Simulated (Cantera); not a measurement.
An isothermal, constant-pressure homogeneous reactor starts with 0.344 % H2, 49.8 % O2, 49.8 % N2, equivalence ratio 0.0034, at 1300 K and 1.50 Torr.

Model: the H2/O2 subset of GRI-Mech 3.0, which has no nitrogen chemistry, integrated in Cantera. Radical loss at walls, strong at low pressure, is not modelled.

One state of this run: x H2 = 8.37e-6; x O2 = 0.495; x OH = 0.000338; x HO2 = 3.13e-8; x H2O2 = 6.86e-10. x: mole fraction; the columns are a selection and need not sum to one.

Problem. Which value of t (s) does it belong to?
A) 6.25
B) 0.0194
C) 0.00610
D) 0.00192

Solution. A, 6.25
